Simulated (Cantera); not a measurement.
## Carbon deposition, reforming and gasification: C2H2 + NH3

Feed: 1 mol C2H2, 1.8 mol NH3, equilibrated at 10000 Pa.

Method: chemical equilibrium by Gibbs-energy minimisation in Cantera with the NASA 1993 tables (ideal gas, pure condensed phases). Candidate condensed phases: C, C6H6, C7H8, C8H18; 92 gas species. Equilibrium is a limit: real reactors are often held back by kinetics, nucleation or transport.

```tsv
T (K)	log p H2	log p N2	log p H	log p HCN	log p C2H2 (acetylene)	log p HNC	n C(graphite)
1873	-1.10	-1.71	-3.74	-3.47	-4.60	-4.82	1.98
1898	-1.10	-1.71	-3.66	-3.42	-4.52	-4.75	1.98
1923	-1.10	-1.71	-3.57	-3.37	-4.44	-4.68	1.98
1948	-1.10	-1.71	-3.50	-3.33	-4.37	-4.62	1.97
1973	-1.10	-1.72	-3.42	-3.28	-4.29	-4.55	1.97
1998	-1.10	-1.72	-3.34	-3.24	-4.22	-4.49	1.97
2023	-1.10	-1.72	-3.27	-3.20	-4.15	-4.43	1.96
2048	-1.10	-1.72	-3.20	-3.16	-4.08	-4.37	1.96
2073	-1.10	-1.72	-3.13	-3.12	-4.01	-4.31	1.95
2098	-1.10	-1.72	-3.06	-3.08	-3.95	-4.25	1.95
2123	-1.10	-1.72	-3.00	-3.05	-3.88	-4.20	1.94
2148	-1.10	-1.72	-2.93	-3.01	-3.82	-4.15	1.94
```
log p: log10 of the partial pressure in bar; n: condensed amount in mol.

From 1873 K to 2148 K the condensed part is C(graphite). The main C-bearing gas is HCN throughout. The share of C in condensed phases is highest at 1873 K (99.1 %) and lowest at 2148 K (96.9 %).
